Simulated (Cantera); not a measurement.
## Premixed flame

A freely propagating, adiabatic, planar premixed flame of CH4 : CO : O2 : N2 = 1 : 0.11 : 2.39 : 8.98 (molar parts), unburnt at 550 K and 1000000 Pa; mixture-averaged transport, grid criteria slope 0.08 and curve 0.16, no radiation.

Computed with Cantera and GRI-Mech 3.0 (53 species, 325 reactions). Burning velocities carry a grid error of a few per cent, more on coarse grids.

| z (mm) | T (K) | u (m/s) | x CH4 | x CO | x O2 | x H2O | x H | x CO2 |
|---|---|---|---|---|---|---|---|---|
| -0.222 | 551 | 0.391 | 0.0800 | 0.00882 | 0.191 | 0.000203 | <1e-8 | 3.14e-6 |
| -0.148 | 557 | 0.396 | 0.0795 | 0.00888 | 0.191 | 0.00131 | <1e-8 | 3.55e-5 |
| -0.111 | 580 | 0.413 | 0.0780 | 0.00918 | 0.189 | 0.00481 | <1e-8 | 0.000222 |
| -0.0741 | 688 | 0.492 | 0.0714 | 0.0108 | 0.180 | 0.0190 | <1e-8 | 0.00162 |
| -0.0370 | 1119 | 0.807 | 0.0463 | 0.0188 | 0.142 | 0.0659 | 3.61e-6 | 0.0114 |
| -0.0185 | 1514 | 1.09 | 0.0234 | 0.0271 | 0.102 | 0.104 | 7.07e-5 | 0.0248 |
| 0 | 1897 | 1.37 | 0.00376 | 0.0315 | 0.0602 | 0.139 | 0.000652 | 0.0452 |
| 0.0185 | 2065 | 1.48 | 9.58e-5 | 0.0216 | 0.0406 | 0.149 | 0.000996 | 0.0635 |
| 0.0370 | 2139 | 1.53 | 1.52e-6 | 0.0134 | 0.0347 | 0.152 | 0.000757 | 0.0734 |
| 0.0741 | 2210 | 1.57 | <1e-8 | 0.00691 | 0.0308 | 0.155 | 0.000371 | 0.0809 |
| 0.148 | 2256 | 1.60 | <1e-8 | 0.00336 | 0.0286 | 0.158 | 0.000142 | 0.0849 |
| 0.296 | 2274 | 1.61 | <1e-8 | 0.00193 | 0.0278 | 0.159 | 7.40e-5 | 0.0866 |
| 0.593 | 2277 | 1.61 | <1e-8 | 0.00168 | 0.0276 | 0.159 | 6.47e-5 | 0.0868 |
x: mole fraction of selected species; z is measured from the peak of heat release.

```
Property                      Value
------------------------  ---------
laminar burning velocity  39.1 cm/s
thermal thickness         0.0741 mm
peak x(H)                   0.00101
grid points                     141
```
